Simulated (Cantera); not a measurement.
Charge: 1 mol Si, 0.0023 mol O2, 170 mol H2, equilibrated at 6.70 bar.

These are equilibrium values from Cantera (NASA tables, ideal gas, pure condensed phases), not measurements of a reactor. Candidate condensed phases: H2O, Si, SiO2; 18 gas species. Mutual solubility and eutectic melting of coexisting phases are not modelled. The tables hold silica as quartz up to 1696 K and as liquid above; real silica turns to tridymite and cristobalite and melts near 1996 K. Gases not in the tables: Si2H6 and higher silanes. The numbers say what is thermodynamically allowed, not how fast it happens.

x: gas mole fraction; n: condensed amount in mol.

| T (K) | x H2 | x H | x SiH2 | x SiH | x Si | x SiO | n Si(s) | n SiO2(β-quartz) | n Si(l) |
|---|---|---|---|---|---|---|---|---|---|
| 1100 | 1.000 | 9.99e-9 | 1.32e-9 | <1e-12 | <1e-12 | 3.44e-9 | 0.997 | 0.00230 | 0 |
| 1200 | 1.000 | 7.62e-8 | 1.19e-8 | 8.04e-12 | <1e-12 | 8.00e-8 | 0.997 | 0.00229 | 0 |
| 1300 | 1.000 | 4.27e-7 | 7.65e-8 | 1.39e-10 | 6.46e-12 | 1.14e-6 | 0.997 | 0.00218 | 0 |
| 1400 | 1.000 | 1.88e-6 | 3.77e-7 | 1.59e-9 | 1.23e-10 | 1.09e-5 | 0.996 | 0.00128 | 0 |
| 1500 | 1.000 | 6.80e-6 | 1.50e-6 | 1.30e-8 | 1.57e-9 | 2.59e-5 | 0.994 | 0 | 0 |
| 1600 | 1.000 | 2.10e-5 | 5.01e-6 | 8.21e-8 | 1.46e-8 | 2.65e-5 | 0.993 | 0 | 0 |
| 1700 | 1.000 | 5.69e-5 | 1.42e-5 | 4.06e-7 | 1.01e-7 | 2.67e-5 | 0 | 0 | 0.991 |
| 1800 | 1.000 | (withheld) | (withheld) | (withheld) | (withheld) | 2.68e-5 | 0 | 0 | 0.989 |
| 1900 | 1.000 | 0.000307 | 5.83e-5 | 4.23e-6 | 1.88e-6 | 2.69e-5 | 0 | 0 | 0.983 |
| 2000 | 0.999 | 0.000628 | 0.000106 | 1.14e-5 | 6.50e-6 | 2.69e-5 | 0 | 0 | 0.973 |
| 2100 | 0.999 | (withheld) | (withheld) | (withheld) | (withheld) | 2.69e-5 | 0 | 0 | 0.955 |
| 2200 | 0.997 | 0.00217 | 0.000297 | 6.30e-5 | 5.50e-5 | 2.69e-5 | 0 | 0 | 0.923 |

Q: Some entries are withheld; supply them.

A: 
- 2100, x H: 0.00120
- 2100, x SiH2: 0.000182
- 2100, x SiH: 2.79e-5
- 2100, x Si: 1.99e-5
- 1800, x H: 0.000138
- 1800, x SiH2: 2.99e-5
- 1800, x SiH: 1.40e-6
- 1800, x Si: 4.74e-7
